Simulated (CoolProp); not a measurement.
n-butane along the isobar 8.79 MPa: fugacity coefficient from the reference equation and from simpler models built on Tc = 152.0 °C, pc = 3.796 MPa, ω = 0.201; each cubic takes its own stable root.

Computed with CoolProp (reference Helmholtz-energy equation of state, Bücker 2006).

| T (°C) | phase | reference | van der Waals | Redlich-Kwong | Soave-Redlich-Kwong | Peng-Robinson |
|---|---|---|---|---|---|---|
| 27.05 | liquid | 0.03855 | 0.1289 | 0.05407 | 0.03983 | 0.03792 |
| 36.85 | liquid | 0.05030 | 0.1467 | 0.06848 | 0.05215 | 0.04950 |
| 46.75 | liquid | 0.06441 | 0.1657 | [?] | 0.06699 | 0.06343 |
| 56.55 | liquid | 0.08071 | 0.1854 | 0.1039 | 0.08418 | 0.07956 |
| 66.35 | liquid | 0.09941 | [?] | 0.1246 | 0.1039 | 0.09808 |
| 76.15 | liquid | 0.1205 | [?] | [?] | 0.1262 | 0.1190 |
| 85.95 | liquid | 0.1440 | 0.2493 | [?] | [?] | 0.1423 |
| 95.85 | liquid | 0.1701 | 0.2721 | 0.1984 | 0.1786 | 0.1682 |
| 105.65 | liquid | 0.1982 | 0.2951 | 0.2262 | 0.2081 | [?] |

Complete the blanks.


- 46.75, Redlich-Kwong: 0.08521
- 66.35, van der Waals: 0.2059
- 76.15, van der Waals: 0.2273
- 76.15, Redlich-Kwong: 0.1474
- 85.95, Redlich-Kwong: 0.1719
- 85.95, Soave-Redlich-Kwong: 0.1511
- 105.65, Peng-Robinson: 0.1960
